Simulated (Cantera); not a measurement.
Charge: 1 mol PbO, 7.8 mol H2, 1.4 mol N2, 0.043 mol O2, at 0.160 bar.

Cantera equilibrium calculation (NASA polynomials, part measured and part estimated; ideal gas, pure solids and liquids). Candidate condensed phases: H2O, Pb, PbO, PbO2, Pb3O4; 27 gas species. The numbers say what is thermodynamically allowed, not how fast it happens.

x: gas mole fraction; n: condensed amount in mol.

```tsv
T (K)	x H2	x N2	x H2O	x Pb	x NH3	x Pb2	n Pb(s)	n Pb(l)
450	0.698	0.138	0.123	<1e-12	0.0413	<1e-12	1.00	0
525	0.725	0.150	0.119	<1e-12	0.00682	<1e-12	1.00	0
600	0.729	0.152	0.118	3.22e-11	0.00161	<1e-12	1.00	0
675	0.729	0.152	0.118	2.11e-9	0.000509	<1e-12	0	1.00
750	0.730	0.152	0.118	5.92e-8	0.000199	<1e-12	0	1.000
825	0.730	0.152	0.118	8.96e-7	9.10e-5	<1e-12	0	1.000
900	0.730	0.152	0.118	8.55e-6	4.71e-5	…	0	1.000
975	0.730	0.152	0.118	5.73e-5	2.68e-5	…	0	0.999
1050	0.730	0.152	0.118	0.000291	1.65e-5	…	0	0.997
1125	0.729	0.152	0.118	0.00118	1.08e-5	…	0	0.989
1200	0.727	0.152	0.118	0.00402	7.38e-6	…	0	0.963
1275	0.721	0.150	0.117	0.0118	5.22e-6	…	0	0.890
1350	0.707	0.148	0.114	0.0306	3.74e-6	…	0	0.710
1425	0.678	0.141	0.110	0.0716	2.63e-6	…	0	0.290
```

**Question.** Complete the blanks.

**Answer.** 
- 900, x Pb2: 5.08e-12
- 975, x Pb2: 1.23e-10
- 1050, x Pb2: 1.86e-9
- 1125, x Pb2: 1.94e-8
- 1200, x Pb2: 1.50e-7
- 1275, x Pb2: 9.01e-7
- 1350, x Pb2: 4.40e-6
- 1425, x Pb2: 1.81e-5
